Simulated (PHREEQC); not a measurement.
Make-up at 34 °C: 0.59 mol/kgw CaCl2 and 0.011 mol/kgw Ca(OH)2. Closed to the air; pH follows from the charge balance.

All values are PHREEQC results (Pitzer model, pitzer.dat), not measurements.

No solid was allowed to form.

Task: Predict the pH, density.

Result: pH 11.29; density 1.046 g/cm³.

Complexes and solids missing from the database can't appear. In brines, pH and single-ion activities rest on the MacInnes convention.
